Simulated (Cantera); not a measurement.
A perfectly stirred reactor is fed with NH3 : N2 = 1 : 5.7 (molar parts), at 0.0263 atm; it is held at 1875 K, and followed from long to short residence time.

Model: the gas-phase N/H chemistry of the illustrative SiF4/NH3 mechanism in the Surface Chemkin manual (1991), integrated in Cantera. Walls and surfaces, which speed up NH3 decomposition in real reactors, are not modelled.

Problem. What does this change do: temperature 1875 to 1625 K?

Solution. 
```csv
quantity,before,after
x(NH3) at τ = 26.0 s,0.0161,0.0952
x(N2H4) at τ = 26.0 s,1.21e-10,1.79e-9
x(N2) at τ = 26.0 s,0.810,0.834
x(NH2) at τ = 26.0 s,5.76e-5,5.73e-5
x(NH) at τ = 26.0 s,2.98e-6,8.78e-7
x(NH3) at τ = 0.330 s,0.128,0.148
x(N2H4) at τ = 0.330 s,3.57e-9,4.77e-9
x(N2) at τ = 0.330 s,0.844,0.850
x(NH2) at τ = 0.330 s,0.000312,9.36e-5
x(NH) at τ = 0.330 s,6.28e-6,4.57e-7
```
